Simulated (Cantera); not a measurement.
Feed: 1 mol B, 0.14 mol H2O, 1.9 mol N2, held at 1.00 bar.

Cantera equilibrium calculation (NASA polynomials, part measured and part estimated; ideal gas, pure solids and liquids). Candidate condensed phases: B, BN, B2O3, B3O3H3, H2O; 39 gas species. N2 is the only nitrogen source here; it is nearly inert below about 1500 K, so the nitride shown seldom forms there in practice. Mutual solubility and eutectic melting of coexisting phases are not modelled. Gases not in the tables: H3BO3. Equilibrium is a limit: real reactors are often held back by kinetics, nucleation or transport. All values below are at 1250 K.

Base state: N2 0.912, H2 0.0875, H2O 0.000739, HBO2 4.47e-5 (mole fractions); condensed: BN(s) + B2O3(l).

Task: What changes in the equilibrium state with this change: N2 from 1.9 to 0.2 mol?

Result: 
| species | before | after |
|---|---|---|
| H2 | 0.0875 | 0.993 |
| B3O3H3 | <1e-9 | 0.00686 |
| HBO | 4.47e-7 | 0.000135 |
| N2 | 0.912 | <1e-9 |
| H2O | 0.000739 | 1.05e-6 |
| HBO2 | 4.47e-5 | 1.69e-6 |
| BN(s), mol | 0.907 | 0.400 |
| B2O3(l), mol | 0.0462 | 0.0457 |
| B(s), mol | 0 | 0.506 |
